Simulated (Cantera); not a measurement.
Input: 1 mol Zr, 3.2 mol N₂O, 7.9 mol H₂, 0.34 mol H₂O, at 0.100 bar.

Method: chemical equilibrium by Gibbs-energy minimisation in Cantera with the NASA 1993 tables (ideal gas, pure condensed phases). Candidate condensed phases: H₂O, Zr, ZrN, ZrO₂; 28 gas species. Equilibrium is a limit: real reactors are often held back by kinetics, nucleation or transport.

Question: Which condensed phases are stable at each of these points (T (K)): 2450, 2500, 2550, 2600, 2650, 2700, 2750, 2800?

Answer: 
```
T (K)  condensed phases  Zr condensed (%)
-----  ----------------  ----------------
2450   ZrO₂(tetragonal)             100.0
2500   ZrO₂(tetragonal)             100.0
2550   ZrO₂(tetragonal)             100.0
2600   ZrO₂(tetragonal)             100.0
2650            ZrO₂(s)             100.0
2700            ZrO₂(s)              99.9
2750            ZrO₂(s)              99.9
2800            ZrO₂(s)              99.8
```

From 2450 K to 2600 K the condensed part is ZrO₂(tetragonal). From 2650 K to 2800 K the condensed part is ZrO₂(s).
